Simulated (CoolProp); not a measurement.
R124 along the isotherm 106.85 °C: fugacity coefficient from the reference equation and from simpler models built on Tc = 122.3 °C, pc = 3624 kPa, ω = 0.288; each cubic takes its own stable root.

Computed with CoolProp (reference Helmholtz-energy equation of state, de Vries 1995).

| p (kPa) | phase | reference | van der Waals | Redlich-Kwong |
|---|---|---|---|---|
| 57.3 | gas | 0.9937 | 0.9948 | 0.9940 |
| 118 | gas | 0.9871 | 0.9894 | 0.9876 |
| 242 | gas | 0.9736 | 0.9782 | 0.9746 |
| 496 | gas | 0.9462 | 0.9554 | (withheld) |
| 1020 | gas | 0.8901 | 0.9085 | (withheld) |
| 2090 | gas | (withheld) | 0.8120 | 0.7853 |
| 4300 | liquid | 0.4780 | 0.5590 | 0.5090 |
| 8830 | liquid | 0.2797 | 0.3577 | 0.3073 |
| 18100 | liquid | 0.1929 | 0.2859 | 0.2200 |

### Question
Fill in the missing entries.

### Answer

- 496, Redlich-Kwong: 0.9482
- 1020, Redlich-Kwong: 0.8942
- 2090, reference: 0.7759
